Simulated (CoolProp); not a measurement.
Vapour-liquid equilibrium of R125 (1) + dimethyl ether (2) at -28.85 °C; x and y are mole fractions of (1).

Values from CoolProp's multi-fluid Helmholtz-energy mixture model, Lemmon 2005 and Wu 2011; pair parameters Bell 2016.

Question: Give the bubble pressure and the first vapour's composition at x = 0.05, 0.45, 0.55. Is there an azeotrope?

Answer: x = 0.05: 0.8696 bar, y = 0.076; x = 0.45: 1.218 bar, y = 0.652; x = 0.55: 1.376 bar, y = 0.764. No azeotrope shows between x = 0.05 and 0.95.

Pair parameters are fitted to limited data, so mixtures are less certain than the pure fluids.
